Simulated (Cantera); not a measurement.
An isothermal plug-flow reactor at 925 K and 250000 Pa (inlet), inlet velocity 0.12 m/s, active area per volume 1200 1/m; feed CH₄ : O₂ : N₂ = 0.0072 : 0.13 : 0.79 (molar parts), equivalence ratio 0.11.

Detailed kinetics in Cantera: Deutschmann's 1995 Pt surface mechanism with GRI-Mech 3.0 gas chemistry. Catalytic surfaces can have several steady states; this one follows from the mechanism file's or the stated starting coverage. Mass transfer to the wall is taken as infinitely fast.

Question: What does this change do: area per volume 1200 to 320 1/m?

Answer: 
| quantity | before | after |
|---|---|---|
| x(CH₄) at z = 0.015 m | 0.00197 | 0.00543 |
| x(O₂) at z = 0.015 m | 0.129 | 0.136 |
| x(H₂O) at z = 0.015 m | 0.0115 | 0.00466 |
| x(CO₂) at z = 0.015 m | 0.00575 | 0.00233 |
| x(CO) at z = 0.015 m | 5.85e-7 | 1.52e-6 |
| θ(free Pt) at the exit | 0.0836 | 0.0826 |
| θ(O*) at the exit | 0.914 | 0.916 |
| θ(OH*) at the exit | 0.00281 | 0.00178 |

Question: What does this change do: inlet velocity 0.12 to 0.031 m/s?

Answer: 
```tsv
quantity	before	after
x(CH₄) at z = 0.015 m	0.00197	2.99e-5
x(O₂) at z = 0.015 m	0.129	0.125
x(H₂O) at z = 0.015 m	0.0115	0.0154
x(CO₂) at z = 0.015 m	0.00575	0.00770
x(CO) at z = 0.015 m	5.85e-7	4.19e-8
θ(free Pt) at the exit	0.0836	0.0843
θ(O*) at the exit	0.914	0.912
θ(OH*) at the exit	0.00281	0.00325
```
